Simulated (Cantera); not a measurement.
Cantera with NASA thermochemical tables; ideal gases at 1 bar, condensed phases pure. Values are per mole of reaction as written; species without (g) are pure solids or liquids, kept so even where they would boil at 1 bar.

Problem. Between 2600 and 3000 K, where is each reaction favourable under standard conditions?
- 2 NO(g) + Ta + 6 H(g) = TaO2(g) + 2 NH3(g)

Solution. 
- 2 NO(g) + Ta + 6 H(g) = TaO2(g) + 2 NH3(g): ΔG° is -301 kJ at 2600 K and -57 kJ at 3000 K; it stays negative (K > 1). ΔH° is -1894 kJ and ΔS° -612 J/K at 3000 K.
